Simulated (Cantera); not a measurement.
A Cantera script and its output.

```python
import numpy as np
import cantera as ct

gas = ct.Solution("gri30.yaml")
gas.TPX = 1425, 1000000, {'C3H8': 1, 'O2': 7.25, 'N2': 71}
reactor = ct.IdealGasReactor(gas, energy="on", clone=False)
net = ct.ReactorNet([reactor])
net.rtol, net.atol = 1e-08, 1e-16
show = ['C3H8', 'O2', 'C2H4', 'C2H', 'HCO']
times = np.geomspace(5e-06, 3, 15)

steps = ct.SolutionArray(gas, extra=["t"])
rows = []
print(f"{'t/s':>10s}{'T/K':>9s}{'P/Pa':>11s}" + "".join(f"{s:>11s}" for s in show))
for t in times:
    while net.time < t:
        t_next = net.step()
        steps.append(gas.state, t=t_next)
    rows.append([np.interp(t, steps.t, y) for y in (steps.T, steps.P, *steps(*show).X.T)])
    print(f"{t:10.3e}{rows[-1][0]:9.1f}{rows[-1][1]:11.4g}" + "".join(f"{x:11.3e}" for x in rows[-1][2:]))
rate = np.gradient(steps.T, steps.t)
print("integrator steps:", len(steps.t))
if steps.T.max() > steps.T[0] + 200:
    print(f"time of steepest temperature rise: {steps.t[rate.argmax()]:.4e} s")
gas.TPX = 1425, 1000000, {'C3H8': 1, 'O2': 7.25, 'N2': 71}
gas.equilibrate("UV")
print(f"equilibrium (UV): T = {gas.T:.1f} K  " + "  ".join(f"{s} {gas[s].X[0]:.3e}" for s in show))
```

Output:

```
       t/s      T/K       P/Pa       C3H8         O2       C2H4        C2H        HCO
 5.000e-06   1423.9  9.995e+05  1.241e-02  9.139e-02  1.948e-04  1.654e-14  2.971e-09
 1.293e-05   1423.9      1e+06  1.187e-02  9.115e-02  7.364e-04  3.984e-13  2.204e-08
 3.345e-05   1426.5  1.004e+06  1.024e-02  9.029e-02  2.343e-03  7.066e-12  1.022e-07
 8.653e-05   2151.0  1.542e+06  3.318e-38  3.224e-02  2.264e-21  1.400e-19  3.034e-08
 2.238e-04   2294.9  1.632e+06  5.230e-49  2.788e-02  1.611e-27  3.823e-24  5.780e-11
 5.789e-04   2294.7  1.632e+06  1.181e-51  2.784e-02  5.722e-30  1.464e-26  5.653e-11
 1.497e-03   2294.1  1.632e+06  4.570e-53  2.773e-02  4.157e-30  8.982e-27  5.626e-11
 3.873e-03   2292.6  1.631e+06  1.293e-52  2.747e-02  7.691e-30  8.558e-27  5.562e-11
 1.002e-02   2289.4  1.628e+06  3.574e-53  2.691e-02  3.306e-30  7.721e-27  5.427e-11
 2.591e-02   2284.3  1.625e+06  2.725e-53  2.602e-02  2.399e-30  6.577e-27  5.221e-11
 6.702e-02   2280.3  1.622e+06  2.605e-53  2.532e-02  2.675e-30  5.803e-27  5.064e-11
 1.734e-01   2279.5  1.621e+06  1.589e-53  2.518e-02  5.275e-30  5.667e-27  5.034e-11
 4.484e-01   2279.5  1.621e+06  2.511e-53  2.518e-02  2.656e-30  5.665e-27  5.034e-11
 1.160e+00   2279.5  1.621e+06  2.538e-53  2.518e-02  2.614e-30  5.665e-27  5.034e-11
 3.000e+00   2279.5  1.621e+06  2.535e-53  2.518e-02  2.627e-30  5.665e-27  5.034e-11
integrator steps: 1832
time of steepest temperature rise: 7.9297e-05 s
equilibrium (UV): T = 2279.5 K  C3H8 4.653e-53  O2 2.518e-02  C2H4 3.248e-30  C2H 6.437e-27  HCO 5.034e-11
```

Model: GRI-Mech 3.0 (53 species, 325 reactions), integrated in Cantera. GRI-Mech 3.0 was tuned for natural gas; its chemistry of propane as a main component is partial and can be far from experiment.
